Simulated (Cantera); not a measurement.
Charge: 1 mol borazine, 0.35 mol H2O, 18 mol N2, equilibrated at 1377 °C and 42.0 Pa.

Equilibrium computed with Cantera from the NASA thermochemical tables; the gas is ideal and each condensed phase is pure. Candidate condensed phases: B, BN, B2O3, B3O3H3, H2O; 39 gas species. The feed counts by its element totals alone. Kinetics and transport are ignored.

Base state: N2 0.836, H2 0.149, HBO 0.00771, B2O2 0.00205, BO 0.00188, H 0.00171, B2O3 0.000618, HBO2 0.000284 (mole fractions); condensed: BN(s).

What changes in the equilibrium state with this change: pressure from 42.0 Pa to 0.220 bar?


| species | before | after |
|---|---|---|
| N2 | 0.836 | 0.840 |
| H2 | 0.149 | 0.152 |
| HBO2 | 0.000284 | 0.00432 |
| HBO | 0.00771 | 0.00132 |
| BO | 0.00188 | 1.39e-5 |
| H2O | 6.99e-6 | 0.000633 |
| B2O2 | 0.00205 | 5.89e-5 |
| H | 0.00171 | 7.55e-5 |
| B2O3 | 0.000618 | 0.00158 |
| BN(s), mol | 2.67 | 2.80 |
| B2O3(l), mol | 0 | 0.00562 |
Mutual solubility and eutectic melting of coexisting phases are not modelled. Gases not in the tables: H3BO3.

What changes in the equilibrium state with this change: borazine replaced by B2O3?


```json
[
 {"species": "N2", "before": "0.836", "after": "0.930"},
 {"species": "B2O3", "before": "0.000618", "after": "0.0352"},
 {"species": "HBO2", "before": "0.000284", "after": "0.0324"},
 {"species": "H2", "before": "0.149", "after": "0.000251"},
 {"species": "NO", "before": "<1e-9", "after": "2.06e-5"},
 {"species": "O2", "before": "<1e-9", "after": "1.33e-5"},
 {"species": "OH", "before": "3.62e-9", "after": "2.02e-5"},
 {"species": "BN(s), mol", "before": "2.67", "after": "0"}
]
```

What changes in the equilibrium state with this change: temperature from 1377 °C to 2127 °C?


```json
[
 {"species": "N2", "before": "0.836", "after": "0.709"},
 {"species": "H", "before": "0.00171", "after": "0.159"},
 {"species": "B", "before": "6.48e-9", "after": "0.0759"},
 {"species": "H2", "before": "0.149", "after": "0.0420"},
 {"species": "BO", "before": "0.00188", "after": "0.0120"},
 {"species": "B2O3", "before": "0.000618", "after": "<1e-9"},
 {"species": "BN", "before": "<1e-9", "after": "0.000599"},
 {"species": "HBO2", "before": "0.000284", "after": "<1e-9"},
 {"species": "BN(s), mol", "before": "2.67", "after": "0"},
 {"species": "B(l), mol", "before": "0", "after": "0.527"}
]
```
The tables' values for BH2 are old estimates; treat these amounts as uncertain.
